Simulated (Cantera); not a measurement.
Cantera run, input and output.

```python
import numpy as np
import cantera as ct

gas = ct.Solution("SiF4_NH3_mec.yaml", "gas")
gas.TPX = 1800, 2100, {'NH3': 1, 'N2': 0.1}
inlet = ct.Reservoir(gas, clone=True)

reactor = ct.IdealGasConstPressureReactor(gas, energy="off", clone=False)
exhaust = ct.Reservoir(gas, clone=True)
tau = [1.6, 0.64, 0.27, 0.11, 0.046, 0.019, 0.0079, 0.0033][0]
for a, b in ((inlet, reactor), (reactor, exhaust)):
    ct.MassFlowController(a, b, mdot=lambda t: reactor.mass / tau)
net = ct.ReactorNet([reactor])
show = ['NH3', 'H2', 'N2H4', 'N', 'N2H2', 'N2']

rows = []
print(f"{'tau/s':>10s}{'T/K':>9s}" + "".join(f"{s:>11s}" for s in show))
for tau in [1.6, 0.64, 0.27, 0.11, 0.046, 0.019, 0.0079, 0.0033]:
    net.initial_time = 0.0
    net.advance(30 * tau)
    before = gas.X
    net.advance(40 * tau)
    drift = np.max(np.abs(gas.X - before) / (gas.X + 1e-9))
    rows.append([gas.T, *gas[show].X, drift])
    print(f"{tau:10.3e}{gas.T:9.1f}" + "".join(f"{x:11.3e}" for x in gas[show].X))
```

It prints:

```
     tau/s      T/K        NH3         H2       N2H4          N       N2H2         N2
 1.600e+00   1800.0  6.889e-01  1.726e-01  1.430e-08  1.958e-07  4.061e-06  1.379e-01
 6.400e-01   1800.0  8.063e-01  8.041e-02  1.854e-08  1.230e-07  5.237e-06  1.127e-01
 2.700e-01   1800.0  8.637e-01  3.527e-02  2.122e-08  6.155e-08  5.731e-06  1.004e-01
 1.100e-01   1800.0  8.910e-01  1.381e-02  2.184e-08  2.434e-08  5.597e-06  9.456e-02
 4.600e-02   1800.0  9.023e-01  4.994e-03  1.921e-08  8.598e-09  4.751e-06  9.216e-02
 1.900e-02   1800.0  9.069e-01  1.412e-03  1.227e-08  2.418e-09  2.950e-06  9.121e-02
 7.900e-03   1800.0  9.085e-01  2.848e-04  4.114e-09  5.182e-10  9.392e-07  9.094e-02
 3.300e-03   1800.0  9.089e-01  6.976e-05  8.090e-10  1.299e-10  1.677e-07  9.091e-02
```

Detailed kinetics in Cantera: the gas-phase N/H chemistry of the illustrative SiF4/NH3 mechanism in the Surface Chemkin manual (1991). Walls and surfaces, which speed up NH3 decomposition in real reactors, are not modelled.
